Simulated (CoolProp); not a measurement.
Properties of dodecamethylpentasiloxane (MD3M) along the isotherm 620 K (Tc = 628.0 K, pc = 0.9540 MPa, ω = 0.730).

Model: reference Helmholtz-energy equation of state, Thol 2019, in CoolProp.

```csv
p (MPa),phase,density (kg/m³),cp (kJ/(kg K)),speed of sound (m/s),fugacity coefficient
0.0894,gas,6.931,2.113,112.1,0.9640
0.179,gas,14.46,2.126,107.6,0.9284
0.268,gas,22.66,2.142,102.7,0.8935
0.358,gas,31.88,2.163,97.33,0.8585
0.447,gas,42.19,2.191,91.42,0.8241
0.537,gas,54.32,2.232,84.65,0.7894
0.626,gas,68.84,2.297,76.79,0.7551
0.715,gas,87.77,2.424,67.00,0.7203
0.805,gas,117.8,2.831,52.70,0.6840
0.894,liquid,417.4,3.016,74.89,0.6362
0.984,liquid,434.3,2.770,92.94,0.5872
1.07,liquid,445.2,2.670,105.8,0.5479
1.16,liquid,454.1,2.608,117.0,0.5130
1.25,liquid,461.4,2.567,126.6,0.4831
1.34,liquid,467.6,2.536,135.2,0.4572
1.43,liquid,473.1,2.513,143.0,0.4346
```
